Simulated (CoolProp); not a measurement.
Vapour-liquid equilibrium of R1234yf (1) + R227EA (2) at 253.4 K; x and y are mole fractions of (1).

Model: multi-fluid Helmholtz-energy mixture model, Lemmon 2022 and Lemmon 2016; pair parameters Bell 2016, in CoolProp.

| x | bubble pressure (bar) | y at the bubble point | dew pressure at overall composition x (bar) | liquid density (mol/L) |
|---|---|---|---|---|
| 0.05 | 0.9069 | 0.084 | 0.8926 | 9.224 |
| 0.125 | 0.9577 | 0.198 | 0.9245 | 9.335 |
| 0.2 | 1.007 | 0.301 | 0.9584 | 9.449 |
| 0.275 | 1.057 | 0.393 | 0.9946 | 9.565 |
| 0.35 | 1.105 | 0.477 | 1.033 | 9.684 |
| 0.425 | 1.153 | 0.555 | 1.074 | 9.805 |
| 0.5 | 1.201 | 0.627 | 1.119 | 9.930 |
| 0.575 | 1.249 | 0.694 | 1.166 | 10.06 |
| 0.65 | 1.297 | 0.756 | 1.217 | 10.19 |
| 0.725 | 1.345 | 0.815 | 1.273 | 10.32 |
| 0.8 | 1.394 | 0.869 | 1.333 | 10.46 |
| 0.875 | 1.442 | 0.921 | 1.399 | 10.60 |
| 0.95 | 1.491 | 0.969 | 1.471 | 10.74 |

No azeotrope shows between x = 0.05 and 0.95.

Pair parameters are fitted to limited data, so mixtures are less certain than the pure fluids.
